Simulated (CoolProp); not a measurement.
Properties of nitrous oxide along the isotherm 313.7 K (Tc = 309.5 K, pc = 7.245 MPa, ω = 0.161).

Model: reference Helmholtz-energy equation of state, Lemmon 2006, in CoolProp. It is a short technical equation, of lower accuracy than the large ones.

```csv
p (MPa),phase,density (kg/m³),cp (kJ/(kg K)),isothermal compressibility (1/MPa),expansivity (1/kK)
0.0115,gas,0.1942,0.8930,87.00,3.193
0.0173,gas,0.2922,0.8933,57.85,3.196
0.0261,gas,0.4410,0.8937,38.36,3.200
0.0393,gas,0.6644,0.8944,25.49,3.206
0.0593,gas,1.003,0.8955,16.91,3.215
0.0895,gas,1.516,0.8971,11.22,3.230
0.135,gas,2.292,0.8996,7.454,3.251
0.204,gas,3.475,0.9034,4.949,3.285
0.307,gas,5.255,0.9093,3.305,3.336
0.464,gas,8.002,0.9184,2.203,3.416
0.699,gas,12.19,0.9329,1.480,3.542
1.06,gas,18.83,0.9569,0.9947,3.751
1.59,gas,29.05,0.9969,0.6837,4.099
2.4,gas,45.95,1.072,0.4778,4.753
3.62,gas,75.26,1.235,0.3511,6.172
```
